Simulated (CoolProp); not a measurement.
Vapour-liquid equilibrium of R143a (1) + dimethyl ether (2) at 98.3 kPa; x and y are mole fractions of (1).

Computed with CoolProp (multi-fluid Helmholtz-energy mixture model, Lemmon and Jacobsen 2000 and Wu 2011; pair parameters Bell 2016).

| x | bubble temperature, mixture model (°C) | bubble temperature, Raoult's law (°C) | y, mixture model | y, Raoult's law |
|---|---|---|---|---|
| 0.05 | -27.7 | -27.3 | 0.136 | 0.122 |
| 0.15 | -31.5 | -30.5 | 0.342 | 0.321 |
| 0.25 | -34.6 | -33.4 | 0.491 | 0.476 |
| 0.35 | -37.1 | -35.9 | 0.604 | 0.599 |
| 0.45 | -39.3 | -38.3 | 0.693 | 0.697 |
| 0.55 | -41.2 | -40.4 | 0.766 | 0.777 |
| 0.65 | -42.9 | -42.3 | 0.828 | 0.843 |
| 0.75 | -44.5 | -44.0 | 0.883 | 0.897 |
| 0.85 | -45.9 | -45.7 | 0.933 | 0.943 |
| 0.95 | -47.2 | -47.2 | 0.978 | 0.983 |

The largest gap from Raoult's law is -1.2 K in bubble temperature, at x = 0.35. No azeotrope shows between x = 0.05 and 0.95.

The pair parameters rest on a limited set of measurements; away from them the model extrapolates.
